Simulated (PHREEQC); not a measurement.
# Leach liquor: an equilibrium model

Solution (25 °C): 0.0014 mol/kgw H2SO4, 0.082 mol/kgw ZnSO4 and 0.033 mol/kgw MnSO4. Closed to the air; pH follows from the charge balance.

The numbers come from PHREEQC with the ion-association model, wateq4f.dat.

| Quantity | Result |
|---|---|
| pH | 3.02 |
| ionic strength | 0.230 mol/kgw |
| total alkalinity | -2.80 meq/kg |

| species | molality | activity | log γ |
|---|---|---|---|
| SO4-2 | 0.0453 | 0.0126 | -0.556 |
| Zn+2 | 0.0374 | 0.0118 | -0.503 |
| ZnSO4 | 0.0328 | 0.0346 | 0.023 |
| Mn+2 | 0.0198 | 0.00622 | -0.503 |
| MnSO4 | 0.0132 | 0.0139 | 0.023 |
| Zn(SO4)2-2 | 0.0117 | 0.00354 | -0.520 |
| HSO4- | 0.00161 | 0.00116 | -0.143 |

Precipitation was switched off in this run. Species that the database lacks are ignored.
